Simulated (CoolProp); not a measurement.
The fluid at 795.29 K and 5.46 MPa (supercritical) is heated at constant pressure to 976 K. The same conditions are run with several fluids, on thermodynamics alone (safety and materials aside).

Computed with CoolProp (reference Helmholtz-energy equation of state of each fluid (nitrogen: Span 2000; normal hydrogen: Leachman 2009; dry air: Lemmon 2000; oxygen: Schmidt 1985)). Blends and air are pseudo-pure fits.

```csv
fluid,heat (kJ/kg),final density (kg/m³)
nitrogen,(withheld),(withheld)
normal hydrogen,(withheld),1.34
dry air,(withheld),19.2
oxygen,(withheld),(withheld)
```

Problem. Some entries are withheld; supply them.

Solution. 
- nitrogen, heat (kJ/kg): 208
- nitrogen, final density (kg/m³): 18.5
- normal hydrogen, heat (kJ/kg): 2680
- dry air, heat (kJ/kg): 203
- oxygen, heat (kJ/kg): 195
- oxygen, final density (kg/m³): 21.2

Above 300 K oxygen's equation is extrapolated.
